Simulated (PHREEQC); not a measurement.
Solution (25 °C): 0.26 mol CuCl2 and 5.9e-05 mol KCl per kg of water. Closed to the air; pH follows from the charge balance.

The numbers come from PHREEQC with the ion-association model, phreeqc.dat.

The pH comes out as 4.10 and the ionic strength is 0.653 mol/kgw. The activity of water is 0.988 and the density is 1.028 g/cm³.

```json
[
 {"species": "Cl-", "molality": "0.454", "activity": "0.287", "log γ": "-0.199"},
 {"species": "Cu+2", "molality": "0.199", "activity": "0.0460", "log γ": "-0.636"},
 {"species": "CuCl+", "molality": "0.0564", "activity": "0.0356", "log γ": "-0.200"},
 {"species": "CuCl2", "molality": "0.00472", "activity": "0.00549", "log γ": "0.065"},
 {"species": "H+", "molality": "0.000104", "activity": "7.87e-5", "log γ": "-0.122"},
 {"species": "K+", "molality": "5.90e-5", "activity": "3.69e-5", "log γ": "-0.204"},
 {"species": "Cu2(OH)2+2", "molality": "4.74e-5", "activity": "1.46e-5", "log γ": "-0.512"},
 {"species": "CuOH+", "molality": "9.14e-6", "activity": "5.77e-6", "log γ": "-0.200"}
]
```

No solid was allowed to form. Species that the database lacks are ignored.
